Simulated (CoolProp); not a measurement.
Vapour-liquid equilibrium of ethane (1) + n-butane (2) at 0.92 bar; x and y are mole fractions of (1).

Values from CoolProp's multi-fluid Helmholtz-energy mixture model, Bücker 2006 and Bücker 2006; pair parameters Kunz 2012.

**Question.** Give the bubble temperature and the first vapour's composition at x = 0.2, 0.35, 0.95. Is there an azeotrope?

**Answer.** x = 0.2: -55.5 °C, y = 0.939; x = 0.35: -69.3 °C, y = 0.980; x = 0.95: -89.4 °C, y = 1.000. No azeotrope shows between x = 0.05 and 0.95.

Pair parameters are fitted to limited data, so mixtures are less certain than the pure fluids. The gap from Raoult's law changes sign with composition, which may be real or a fault of the pair parameters; it wasn't checked against measurements.
